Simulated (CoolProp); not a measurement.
A simple Rankine cycle with o-xylene: condensing at 321.15 K, boiler at 0.776 MPa, turbine inlet 517.3 K, turbine efficiency 0.85, pump efficiency 0.8, no recuperator. Each further row changes one setting.

Values from CoolProp's reference Helmholtz-energy equation of state, Zhou 2012.

```tsv
case	thermal efficiency (%)	net work (kJ/kg)	heat in (kJ/kg)	turbine exit temperature (K)	volume ratio over the turbine
as stated	22.8	159	698	415.6	245
turbine inlet 537.3 K	22.6	168	743	436.9	[?]
condensing temperature 313.15 K	23.9	[?]	713	409.2	363
boiler pressure 0.543 MPa	21.7	153	[?]	425.1	163
turbine efficiency 0.75	20.1	[?]	698	426.8	252
```

Task: Some entries are withheld; supply them.

Result: 
- turbine inlet 537.3 K, volume ratio over the turbine: 240
- condensing temperature 313.15 K, net work (kJ/kg): 170
- boiler pressure 0.543 MPa, heat in (kJ/kg): 708
- turbine efficiency 0.75, net work (kJ/kg): 141
